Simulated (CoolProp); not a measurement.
Properties of chlorine along the isotherm 361.1 K (Tc = 416.9 K, pc = 7.642 MPa, ω = 0.070).

Model: reference Helmholtz-energy equation of state, Thol 2021, in CoolProp.

```
p (MPa)   phase  density (kg/m³)  cv (kJ/(kg K))  Joule-Thomson coefficient (K/MPa)  fugacity coefficient
-------  ------  ---------------  --------------  ---------------------------------  --------------------
0.0632      gas            1.499          0.3759                              18.44                0.9958
0.112       gas            2.665          0.3771                              18.46                0.9926
0.2         gas            4.787          0.3793                              18.48                0.9868
0.356       gas            8.615          0.3832                              18.52                0.9765
0.632       gas            15.60          0.3904                              18.61                0.9583
1.12        gas            28.74          0.4041                              18.78                0.9262
2           gas            55.76          0.4334                              19.20                0.8681
3.56     liquid             1169          0.4888                             0.3446                0.7030
6.32     liquid             1191          0.4843                             0.2145                0.4185
11.2     liquid             1221          0.4793                            0.06469                0.2598
20       liquid             1264          0.4751                           -0.09299                0.1720
```
